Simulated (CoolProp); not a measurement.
Properties of dimethyl carbonate along the isobar 1.01 bar.

Values from CoolProp's reference Helmholtz-energy equation of state, Zhou 2011.

```tsv
T (K)	phase	Joule-Thomson coefficient (K/MPa)	isothermal compressibility (1/MPa)
392.6	gas	18.60	10.13
402.6	gas	17.13	10.11
412.6	gas	15.82	10.09
422.7	gas	14.63	10.08
432.7	gas	13.59	10.07
442.7	gas	12.65	10.05
452.7	gas	11.81	10.04
462.7	gas	11.05	10.03
```
